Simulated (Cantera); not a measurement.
A closed system holds: 1 mol Si, 4 mol H2, equilibrated at 1277 °C and 6.60 bar.

Method: chemical equilibrium by Gibbs-energy minimisation in Cantera with the NASA 1993 tables (ideal gas, pure condensed phases). Candidate condensed phases: Si; 9 gas species. The numbers say what is thermodynamically allowed, not how fast it happens.

**Question.** What is the equilibrium state?

**Answer.** 
```
Property        Value
----------  ---------
x(H2)           1.000
x(H)          1.23e-5
x(SiH4)       7.19e-6
x(SiH2)       2.79e-6
n(Si(s))    1.000 mol
gas amount  4.000 mol
```
